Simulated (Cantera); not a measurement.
What does this Cantera script print?

```python
import numpy as np
import cantera as ct

gas_names = [...]  # 109 gases of nasa_gas.yaml made of C, Cl, H, Si
cond_names = """
    C(gr) C6H6(L) C7H8(L) C8H18(L),n-octa Si(cr) Si(L) SiC(b)
""".split()


# ... load() reads the species with a 1 bar reference pressure and builds the phases ...
atoms = {
    'CH3SiCl3': {'C': 1, 'H': 3, 'Si': 1, 'CL': 3},
    'CH4': {'C': 1, 'H': 4},
    'H2': {'H': 2},
}
top_T = {'C(gr)': 4500, 'SiC(b)': 3050}  # K; cautious upper limits of use, not melting points


# ... equilibrate(T, P, feed) seeds the gas with the atoms and calls Mixture.equilibrate('TP', solver="vcs", rtol=1e-11, max_steps=5000) ...
results = []
feed = {'CH3SiCl3': 1, 'CH4': 0.016, 'H2': 2.1}  # mol
T = 1898.15  # K
for P in [100, 220, 460, 1000, 2200, 4600, 10000, 22000, 46000, 100000]:
    mix = equilibrate(T, P, feed)
    results.append((T, P, feed, dict(zip(mix.species_names, mix.species_moles))))
    x = sorted(zip(gas.X, gas.species_names), reverse=True)
    print(f"T = {T:g} K  P = {P:g} Pa  gas = {mix.phase_moles(0):.4g} mol")
    print("   x: " + "  ".join(f"{s} {v:.3e}" for v, s in x if v > 1e-05))
    print("   condensed (mol): " + ("  ".join(f"{mix.phase(i).name} {mix.phase_moles(i):.4g}"
          for i in range(1, mix.n_phases) if mix.phase_moles(i) > 1e-12) or "none"))
```

Result:

```
T = 1898.15 K  P = 100 Pa  gas = 5.212 mol
   x: HCL 4.659e-01  H2 4.554e-01  SiCL2 4.765e-02  H 1.670e-02  CL 1.289e-02  SiCL 4.935e-04  Si 4.537e-04  SiCL3 3.491e-04  C2H2,acetylene 1.715e-04  SiC2 1.137e-05
   condensed (mol): C(gr) 0.2693  SiC(b) 0.7447
T = 1898.15 K  P = 220 Pa  gas = 5.185 mol
   x: HCL 4.712e-01  H2 4.591e-01  SiCL2 4.835e-02  H 1.130e-02  CL 8.758e-03  SiCL3 5.294e-04  SiCL 3.352e-04  Si 2.062e-04  C2H2,acetylene 1.729e-04
   condensed (mol): C(gr) 0.2705  SiC(b) 0.7436
T = 1898.15 K  P = 460 Pa  gas = 5.167 mol
   x: HCL 4.744e-01  H2 4.616e-01  SiCL2 4.874e-02  H 7.839e-03  CL 6.081e-03  SiCL3 7.748e-04  SiCL 2.327e-04  C2H2,acetylene 1.739e-04  Si 9.864e-05  SiCL4 1.668e-05
   condensed (mol): C(gr) 0.2719  SiC(b) 0.7423
T = 1898.15 K  P = 1000 Pa  gas = 5.154 mol
   x: HCL 4.763e-01  H2 4.637e-01  SiCL2 4.892e-02  H 5.329e-03  CL 4.132e-03  SiCL3 1.149e-03  C2H2,acetylene 1.747e-04  SiCL 1.581e-04  Si 4.537e-05  SiCL4 3.651e-05  SiHCL3 1.120e-05
   condensed (mol): C(gr) 0.2735  SiC(b) 0.7406
T = 1898.15 K  P = 2200 Pa  gas = 5.144 mol
   x: HCL 4.771e-01  H2 4.656e-01  SiCL2 4.888e-02  H 3.600e-03  CL 2.784e-03  SiCL3 1.701e-03  C2H2,acetylene 1.754e-04  SiCL 1.066e-04  SiCL4 8.019e-05  SiHCL3 2.466e-05  Si 2.062e-05
   condensed (mol): C(gr) 0.2756  SiC(b) 0.7386
T = 1898.15 K  P = 4600 Pa  gas = 5.136 mol
   x: HCL 4.767e-01  H2 4.673e-01  SiCL2 4.862e-02  H 2.494e-03  SiCL3 2.441e-03  CL 1.921e-03  C2H2,acetylene 1.760e-04  SiCL4 1.659e-04  SiCL 7.351e-05  SiHCL3 5.126e-05
   condensed (mol): C(gr) 0.278  SiC(b) 0.7362
T = 1898.15 K  P = 10000 Pa  gas = 5.128 mol
   x: HCL 4.751e-01  H2 4.695e-01  SiCL2 4.807e-02  SiCL3 3.538e-03  H 1.696e-03  CL 1.295e-03  SiCL4 3.526e-04  C2H2,acetylene 1.769e-04  SiHCL3 1.098e-04  SiCL 4.957e-05  CH4 1.246e-05
   condensed (mol): C(gr) 0.2815  SiC(b) 0.7326
T = 1898.15 K  P = 22000 Pa  gas = 5.119 mol
   x: H2 4.726e-01  HCL 4.719e-01  SiCL2 4.712e-02  SiCL3 5.092e-03  H 1.147e-03  CL 8.645e-04  SiCL4 7.452e-04  SiHCL3 2.352e-04  C2H2,acetylene 1.780e-04  SiCL 3.309e-05  CH4 2.777e-05  SiH2CL2 1.391e-05
   condensed (mol): C(gr) 0.2866  SiC(b) 0.7275
T = 1898.15 K  P = 46000 Pa  gas = 5.107 mol
   x: H2 4.767e-01  HCL 4.669e-01  SiCL2 4.572e-02  SiCL3 7.038e-03  SiCL4 1.467e-03  H 7.966e-04  CL 5.889e-04  SiHCL3 4.721e-04  C2H2,acetylene 1.796e-04  CH4 5.908e-05  SiH2CL2 2.847e-05  SiCL 2.254e-05
   condensed (mol): C(gr) 0.2935  SiC(b) 0.7204
T = 1898.15 K  P = 100000 Pa  gas = 5.089 mol
   x: H2 4.831e-01  HCL 4.586e-01  SiCL2 4.352e-02  SiCL3 9.637e-03  SiCL4 2.889e-03  SiHCL3 9.594e-04  H 5.439e-04  CL 3.897e-04  C2H2,acetylene 1.820e-04  CH4 1.319e-04  SiH2CL2 5.971e-05  SiCL 1.492e-05
   condensed (mol): C(gr) 0.3039  SiC(b) 0.7095
```

Method: chemical equilibrium by Gibbs-energy minimisation in Cantera with the NASA 1993 tables (ideal gas, pure condensed phases). The feed counts by its element totals alone. The tables' values for SiCl3, SiCl are old estimates; treat these amounts as uncertain.
